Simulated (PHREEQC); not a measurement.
# City or well water (model solution)

Model water analysis in mg/L, 50 °C, pH 7.56, pe 1: Na 24.7; K 0.678; Ca 29.3; Mg 26.1; Cl 12.6; S(6) as SO4 160; Alkalinity as HCO3 60.4; Zn 0.103.

Valence states are taken as typed.

Model: ion-association model, phreeqc.dat, run in PHREEQC.

| Property | Result |
|---|---|
| ionic strength | 0.00683 mol/kgw |
| specific conductance | 736 µS/cm |
| charge-balance error | 0.3 % |

| species | molality | activity | log γ |
|---|---|---|---|
| SO4-2 | 0.00134 | 0.000936 | -0.156 |
| Na+ | 0.00107 | 0.000976 | -0.039 |
| HCO3- | 0.000955 | 0.000874 | -0.038 |
| Mg+2 | 0.000831 | 0.000586 | -0.152 |
| Ca+2 | 0.000634 | 0.000444 | -0.154 |
| Cl- | 0.000356 | 0.000324 | -0.040 |
| MgSO4 | 0.000233 | 0.000233 | 0.001 |

No solid was allowed to form. Constants without temperature data keep their 25 °C values here. The database's zinc carbonate complexes are estimates, stronger than later reviews accept.
